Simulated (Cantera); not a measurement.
An isothermal, constant-pressure homogeneous reactor starts with 2.14 % H₂, 89.0 % O₂, 8.90 % N₂, equivalence ratio 0.012, at 1000 K and 10.00 Torr.

Model: GRI-Mech 3.0 (53 species, 325 reactions), integrated in Cantera. Radical loss at walls, strong at low pressure, is not modelled.

x: mole fraction; the columns are a selection and need not sum to one.

```
t (s)         x H₂   x O₂    x H₂O₂       x H      x OH     x NO     x HO₂
--------  --------  -----  --------  --------  --------  -------  --------
2.00e-5     0.0214  0.890    <1e-12  3.45e-12    <1e-12   <1e-12  3.69e-12
5.39e-5     0.0214  0.890    <1e-12  8.41e-12  1.55e-12   <1e-12  9.96e-12
0.000146    0.0214  0.890    <1e-12  1.87e-11  8.72e-12   <1e-12  2.70e-11
0.000392    0.0214  0.890    <1e-12  4.26e-11  4.05e-11   <1e-12  7.32e-11
0.00106     0.0214  0.890    <1e-12  1.64e-10  2.20e-10   <1e-12  2.02e-10
0.00286     0.0214  0.890    <1e-12   3.45e-9   5.07e-9   <1e-12  7.18e-10
0.00770     0.0213  0.890  1.13e-10   1.04e-5   1.52e-5   <1e-12   5.45e-7
0.0208    0.000426  0.878   6.57e-8   0.00238  0.000886  4.30e-9   4.12e-6
0.0560     9.01e-5  0.884   4.00e-8  0.000480  0.000420  8.46e-9   2.68e-6
0.151      2.04e-5  0.887   3.56e-8   5.38e-5  0.000197  9.14e-9   1.42e-6
0.408      3.29e-6  0.888   2.66e-8   3.78e-6   8.07e-5  9.18e-9   5.38e-7
1.10             ?  0.888         ?         ?         ?  9.18e-9         ?
2.97       8.15e-8  0.888   6.62e-9   1.91e-8   1.40e-5  9.17e-9   3.93e-8
8.00       1.67e-8  0.888   2.53e-9   1.99e-9   6.58e-6  9.17e-9   1.03e-8
```

Task: Complete the blanks.

Result: 
- 1.10, x H₂: 4.88e-7
- 1.10, x H₂O₂: 1.50e-8
- 1.10, x H: 2.45e-7
- 1.10, x OH: 3.26e-5
- 1.10, x HO₂: 1.55e-7
